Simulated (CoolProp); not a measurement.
Vapour pressure (MPa) of methane: the reference equation beside estimates from Tc = -82.6 °C, pc = 4.599 MPa, ω = 0.011. Clausius-Clapeyron is anchored at -150.05 °C with a constant enthalpy of vaporisation of 7.829 kJ/mol.

Model: reference Helmholtz-energy equation of state, Setzmann 1991, in CoolProp.

| T (°C) | reference | Clausius-Clapeyron | Redlich-Kwong |
|---|---|---|---|
| -172.55 | 0.03658 | 0.04284 | 0.02139 |
| -165.05 | 0.07476 | 0.08201 | 0.05094 |
| -157.55 | 0.1385 | 0.1443 | 0.1056 |
| -150.05 | 0.2370 | 0.2370 | 0.1964 |
| -142.55 | 0.3807 | 0.3678 | 0.3355 |
| -135.05 | 0.5804 | 0.5441 | 0.5352 |
| -127.55 | 0.8473 | 0.7730 | 0.8080 |
| -120.05 | 1.193 | 1.061 | 1.166 |
| -112.55 | 1.631 | 1.414 | 1.620 |
| -105.05 | 2.173 | 1.837 | 2.181 |

Absolute difference from the reference over all 10 rows, mean and median: Clausius-Clapeyron 8.9 and 9.2 %, Redlich-Kwong 14.2 and 9.8 %.
